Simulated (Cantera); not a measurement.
Input: 1 mol Ta2O5, 0.34 mol C, 0.026 mol CO, held at 2102 °C and 2400 Torr.

Cantera equilibrium calculation (NASA polynomials, part measured and part estimated; ideal gas, pure solids and liquids). Candidate condensed phases: C, Ta, TaC, Ta2O5; 15 gas species. Mutual solubility and eutectic melting of coexisting phases are not modelled. TaC: taken at fixed stoichiometry. Condensed phases not in the tables: Ta2C. Rates play no part.

Base state: CO 0.998, CO2 0.00244, TaO2 3.29e-5 (mole fractions); condensed: TaC(s) + Ta2O5(l).

**Question.** What changes in the equilibrium state with this change: pressure from 2400 Torr to 0.0900 Torr?

**Answer.** 
```tsv
species	before	after
TaO2	3.29e-5	0.605
CO	0.998	0.360
TaO	3.13e-6	0.0274
O2	<1e-9	7.42e-5
O	1.06e-7	0.00596
CO2	0.00244	0.00185
TaC(s), mol	0.0973	0
Ta2O5(l), mol	0.951	0.680
```
